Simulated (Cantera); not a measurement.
Charge: 1 mol Cu₂O, 0.36 mol C, 0.048 mol CO, equilibrated at 1502 °C.

Method: chemical equilibrium by Gibbs-energy minimisation in Cantera with the NASA 1993 tables (ideal gas, pure condensed phases). Candidate condensed phases: C, Cu, CuO, Cu₂O; 15 gas species. Each liquid is taken as pure. Mutual solubility and eutectic melting of coexisting phases are not modelled. Rates play no part.

What share of the Cu ends up in condensed phases as a function of P (Pa), at 10, 36, 130, 460, 1700, 6000, 22000, 77000, 280000, 1000000?


```json
[
 {"P (Pa)": "10", "Cu condensed (%)": "0.0", "as": "-"},
 {"P (Pa)": "36", "Cu condensed (%)": "0.0", "as": "-"},
 {"P (Pa)": "130", "Cu condensed (%)": "88.1", "as": "Cu(l)"},
 {"P (Pa)": "460", "Cu condensed (%)": "97.5", "as": "Cu(l)"},
 {"P (Pa)": "1700", "Cu condensed (%)": "99.4", "as": "Cu(l) + Cu₂O(l)"},
 {"P (Pa)": "6000", "Cu condensed (%)": "99.9", "as": "Cu(l) + Cu₂O(l)"},
 {"P (Pa)": "22000", "Cu condensed (%)": "100.0", "as": "Cu(l) + Cu₂O(l)"},
 {"P (Pa)": "77000", "Cu condensed (%)": "100.0", "as": "Cu(l) + Cu₂O(l)"},
 {"P (Pa)": "280000", "Cu condensed (%)": "100.0", "as": "Cu(l) + Cu₂O(l)"},
 {"P (Pa)": "1000000", "Cu condensed (%)": "100.0", "as": "Cu(l) + Cu₂O(l)"}
]
```
